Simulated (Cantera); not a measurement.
An adiabatic, constant-volume homogeneous reactor starts with C₃H₈ : O₂ : N₂ = 1 : 14.3 : 53.7 (molar parts), equivalence ratio 0.35, at 1350 K and 5.00 bar.

Model: GRI-Mech 3.0 (53 species, 325 reactions), integrated in Cantera. GRI-Mech 3.0 was tuned for natural gas; its chemistry of propane as a main component is partial and can be far from experiment.

Predict: time of steepest temperature rise; temperature at 1.00 s; equilibrium temperature; x(O₂) at 1.00 s; x(H₂O₂) at 1.00 s; x(CO₂) at 1.00 s.


```
Item                                                                Result
---------------------------------  ---------------------------------------
time of steepest temperature rise                                 0.170 ms
temperature at 1.00 s                                               2293 K
equilibrium temperature                                             2293 K
x(O₂) at 1.00 s                        0.126 (gas-phase equilibrium 0.126)
x(H₂O₂) at 1.00 s                  2.52e-7 (gas-phase equilibrium 2.52e-7)
x(CO₂) at 1.00 s                     0.0423 (gas-phase equilibrium 0.0423)
```
